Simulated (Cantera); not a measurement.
An isothermal, constant-pressure homogeneous reactor starts with 93.4 % N₂O, 6.63 % O₂, at 1250 K and 25000 Pa.

Detailed kinetics in Cantera: GRI-Mech 3.0 (53 species, 325 reactions). GRI-Mech 3.0 was tuned for natural gas; its chemistry of N2O as a main component is partial and can be far from experiment. The mechanism lacks the step 2 NO + O2 → 2 NO2, which can matter for NO2 below about 1400 K. The temperature is held fixed by assumption; the heat of reaction is taken as removed at once.

**Question.** Predict: x(N₂O) at 60.0 s; x(O₂) at 60.0 s; x(N₂) at 60.0 s; x(NO₂) at 60.0 s; x(NO) at 60.0 s; x(O) at 60.0 s.

**Answer.** 
| Property | Value |
|---|---|
| x(N₂O) at 60.0 s | 2.65e-6 (gas-phase equilibrium 1.03e-8) |
| x(O₂) at 60.0 s | 0.328 (gas-phase equilibrium 0.363) |
| x(N₂) at 60.0 s | 0.602 (gas-phase equilibrium 0.636) |
| x(NO₂) at 60.0 s | 0.000578 (gas-phase equilibrium 2.95e-6) |
| x(NO) at 60.0 s | 0.0693 (gas-phase equilibrium 0.000335) |
| x(O) at 60.0 s | 8.00e-8 (gas-phase equilibrium 8.40e-8) |
